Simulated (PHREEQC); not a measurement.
A solution holds 0.2 mol/kgw Na2S, 0.00024 mol/kgw NaCl and 0.034 mol/kgw LiCl, at 90 °C. Closed to the air; pH follows from the charge balance.

Model: ion-association model, phreeqc.dat, run in PHREEQC.

Precipitation was switched off in this run.

Q: Predict the pH, activity of water, ionic strength.

A: pH 11.04; activity of water 0.987; ionic strength 0.562 mol/kgw.

Complexes and solids missing from the database can't appear. With this much S-2 the pH rests on the database's HS-/S-2 constant; if that pK is higher, the solution is more alkaline. Away from 25 °C the constants follow the database's enthalpies or fits; those with neither stay at their 25 °C values. The database's pK near 12.9 for HS-/S-2 is now thought far too low, so its S-2 is overstated.
